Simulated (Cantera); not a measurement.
An isothermal, constant-pressure homogeneous reactor starts with N₂O = 7.2 (molar parts), at 1350 K and 1.00 bar.

Model: GRI-Mech 3.0 (53 species, 325 reactions), integrated in Cantera. GRI-Mech 3.0 was tuned for natural gas; its chemistry of N2O as a main component is partial and can be far from experiment. The mechanism lacks the step 2 NO + O2 → 2 NO2, which can matter for NO2 below about 1400 K. The temperature is held fixed by assumption; the heat of reaction is taken as removed at once.

### Question
Predict: x(N₂O) at 40.0 s; x(O) at 40.0 s; x(N₂) at 40.0 s; x(NO₂) at 40.0 s; x(O₂) at 40.0 s; x(NO) at 40.0 s.

### Answer
| Property | Result |
|---|---|
| x(N₂O) at 40.0 s | 2.19e-6 (gas-phase equilibrium 3.76e-8) |
| x(O) at 40.0 s | 2.29e-7 (gas-phase equilibrium 2.45e-7) |
| x(N₂) at 40.0 s | 0.623 (gas-phase equilibrium 0.666) |
| x(NO₂) at 40.0 s | 0.000899 (gas-phase equilibrium 7.05e-6) |
| x(O₂) at 40.0 s | 0.289 (gas-phase equilibrium 0.333) |
| x(NO) at 40.0 s | 0.0863 (gas-phase equilibrium 0.000630) |
